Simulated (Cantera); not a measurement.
Input: 1 mol Fe₃O₄, 0.48 mol CH₄, 0.13 mol CO, held at 2600 K and 0.0130 bar.

Equilibrium computed with Cantera from the NASA thermochemical tables; the gas is ideal and each condensed phase is pure. Candidate condensed phases: C, C₆H₆, C₇H₈, C₈H₁₈, Fe, Fe(CO)₅, FeO, Fe(OH)₂, Fe(OH)₃, Fe₂O₃, Fe₃O₄, H₂O; 114 gas species. Equilibrium is a limit: real reactors are often held back by kinetics, nucleation or transport.

Base state: Fe 0.400, O₂ 0.120, FeO 0.0993, H₂O 0.0897, O 0.0706, CO 0.0619, H 0.0494, OH 0.0476 (mole fractions); condensed: gas only.

### Question
What changes in the equilibrium state with this change: temperature from 2600 K to 2323 K?

### Answer
```tsv
species	before	after
H₂O	0.0897	0.315
CO	0.0619	0.232
H₂	0.0216	0.155
Fe	0.400	0.148
O₂	0.120	0.00177
O	0.0706	0.00209
FeO	0.0993	0.0116
OH	0.0476	0.0127
CO₂	0.0398	0.0830
H	0.0494	0.0376
Fe(OH)₂	0.000196	0.000426
FeO(l), mol	0	2.69
```
The tables' stoichiometric FeO is somewhat more stable than real wüstite, so its field is too wide. FeO: taken at fixed stoichiometry.
